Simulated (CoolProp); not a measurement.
Vapour-liquid equilibrium of R227EA (1) + n-butane (2) at 149 kPa; x and y are mole fractions of (1).

Computed with CoolProp (multi-fluid Helmholtz-energy mixture model, Lemmon 2016 and Bücker 2006; pair parameters Bell 2016).

**Question.** Give the bubble temperature and the first vapour's composition at x = 0.5, 0.65, 0.8. Is there an azeotrope?

**Answer.** x = 0.5: -11.1 °C, y = 0.633; x = 0.65: -11.3 °C, y = 0.662; x = 0.8: -11.0 °C, y = 0.729. y crosses x between x = 0.65 and 0.8: the model has an azeotrope there.

The pair parameters rest on a limited set of measurements; away from them the model extrapolates. With so large a gap from Raoult's law the liquid may split in two, which this calculation doesn't test in full.
